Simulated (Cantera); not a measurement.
Mixture: 11.3 % CH₃OH, 10.6 % O₂, 62.4 % N₂, 15.8 % H₂O, at 0.987 atm, adiabatic and at constant volume. Ignition delay is the time to a rise of 400 K.

Detailed kinetics in Cantera: GRI-Mech 3.0 (53 species, 325 reactions). GRI-Mech 3.0 was tuned for natural gas; its chemistry of methanol as a main component is partial and can be far from experiment.

### Question
Predict: delay at 1225 K; delay at 1275 K; delay at 1325 K; delay at 1375 K; delay at 1425 K; delay at 1475 K; apparent activation energy between 1375 and 1475 K.

### Answer
* **delay at 1225 K**: 4.54 ms
* **delay at 1275 K**: 2.11 ms
* **delay at 1325 K**: 1.05 ms
* **delay at 1375 K**: 0.555 ms
* **delay at 1425 K**: 0.310 ms
* **delay at 1475 K**: 0.183 ms
* **apparent activation energy between 1375 and 1475 K**: 190 kJ/mol
